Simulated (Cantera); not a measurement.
A Cantera script and its output.

```python
import numpy as np
import cantera as ct

surf = ct.Interface("ptcombust.yaml", "Pt_surf")
gas = surf.adjacent["gas"]
gas.TPX = 825, 68000, {'H2': 0.012, 'O2': 0.051, 'N2': 0.79}
surf.TP = 825, 68000
reactor = ct.FlowReactor(gas, clone=False)
reactor.area = 0.0001  # m2
reactor.surface_area_to_volume_ratio = 1100  # 1/m
reactor.mass_flow_rate = 1.5 * reactor.area * gas.density  # inlet velocity 1.5 m/s
reactor.energy_enabled = False
wall = ct.ReactorSurface(surf, reactor, clone=False)
net = ct.ReactorNet([reactor])
net.rtol, net.atol = 1e-8, 1e-16
show, cover = ['H2', 'O2', 'H2O'], ['PT(S)', 'H(S)', 'O(S)', 'OH(S)', 'CO(S)', 'C(S)']

rows = []
print(f"{'z/m':>9s}{'u/(m/s)':>9s}" + "".join(f"{s:>13s}" for s in show + cover))
for z in [0.00022, 0.00042, 0.00082, 0.0016, 0.003, 0.0059, 0.011, 0.022]:
    net.advance(z)
    rows.append([reactor.speed, *gas[show].X, *surf[cover].coverages])
    print(f"{z:9.4g}{rows[-1][0]:9.3g}" + "".join(f"{x:13.4e}" for x in rows[-1][1:]))
```

Output:

```
      z/m  u/(m/s)           H2           O2          H2O        PT(S)         H(S)         O(S)        OH(S)        CO(S)         C(S)
  0.00022     1.49   3.6684e-03   5.4865e-02   1.0473e-02   1.4619e-01   6.2706e-08   8.5080e-01   3.0118e-03  -1.6496e-26  -6.3666e-29
  0.00042     1.49   1.9721e-03   5.4062e-02   1.2182e-02   1.0516e-01   3.6589e-08   8.9212e-01   2.7098e-03   8.3973e-26   1.8439e-28
  0.00082     1.49   7.7323e-04   5.3495e-02   1.3389e-02   8.3179e-02   2.4767e-08   9.1432e-01   2.5003e-03  -2.7122e-27  -5.6818e-30
   0.0016     1.49   1.6497e-04   5.3207e-02   1.4002e-02   7.4250e-02   2.0412e-08   9.2334e-01   2.4031e-03   7.7714e-27   1.7454e-29
    0.003     1.49   1.2141e-05   5.3134e-02   1.4155e-02   7.2221e-02   1.9459e-08   9.2540e-01   2.3799e-03   1.2049e-25   2.6436e-28
   0.0059     1.49   5.7622e-08   5.3129e-02   1.4168e-02   7.2064e-02   1.9386e-08   9.2556e-01   2.3781e-03  -5.5073e-31  -7.1140e-33
    0.011     1.49   4.9661e-12   5.3129e-02   1.4168e-02   7.2063e-02   1.9385e-08   9.2556e-01   2.3781e-03   9.4524e-26  -2.6525e-28
    0.022     1.49   2.2227e-13   5.3129e-02   1.4168e-02   7.2063e-02   1.9385e-08   9.2556e-01   2.3781e-03   2.8486e-29   6.3941e-32
```

Computed with Cantera and Deutschmann's 1995 Pt surface mechanism with GRI-Mech 3.0 gas chemistry. Catalytic surfaces can have several steady states; this one follows from the mechanism file's or the stated starting coverage. Mass transfer to the wall is taken as infinitely fast.
